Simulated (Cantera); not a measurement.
## Equilibrium for titanium nitride, carbide and oxide coatings: Ti(OiPr)4 + CH4

Charge: 1 mol Ti(OiPr)4, 4.4 mol CH4, at 925 °C and 0.128 Torr.

Equilibrium computed with Cantera from the NASA thermochemical tables; the gas is ideal and each condensed phase is pure. Candidate condensed phases: C, C6H6, C7H8, C8H18, H2O, Ti, TiC, TiO, TiO2, Ti2O3, Ti3O5, Ti4O7; 113 gas species. The feed counts by its element totals alone. TiC: taken at fixed stoichiometry. Equilibrium is a limit: real reactors are often held back by kinetics, nucleation or transport.

The x(H2) is 0.851 and the x(CO) comes out as 0.149. The x(H) is 1.35e-5 and the x(CH4) is 1.97e-6. The n(C(graphite)) comes out as 11.4 mol and the n(TiC(s)) is 1.00 mol. The gas amount comes out as 26.80 mol. The log10 activity of Ti2O3(s) (absent) comes out as -5.21 and the log10 activity of Ti(β) (absent) is -7.43. The log10 activity of Ti3O5(s) (absent) is -8.66.
